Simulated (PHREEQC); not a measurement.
1.7 g of hydrous ferric oxide (600 m²/g; 0.2 weak and 0.005 strong sites per Fe, Dzombak-Morel constants, diffuse double layer) in 1 kg of water with 0.001 mol/kgw of an inert sodium salt and 2.4e-05 mol Na2SO4, at 25 °C; the pH is set by adding NaOH or the inert anion's acid. Oxygen alone is held at its pressure in air (log pO2 = -0.68). The system is closed to CO2. Nothing may precipitate in this run.

The series has 17 steps of pH, from 3 to 11.

Equilibrium calculation in PHREEQC: ion-association model, wateq4f.dat.

### Question
Near which pH is half of the S sorbed, and on which side is more sorbed?

### Answer
Near pH 7.2, with more sorbed at lower pH.

Complexes and solids missing from the database can't appear. The oxide is taken as insoluble; below pH 4 it would dissolve.
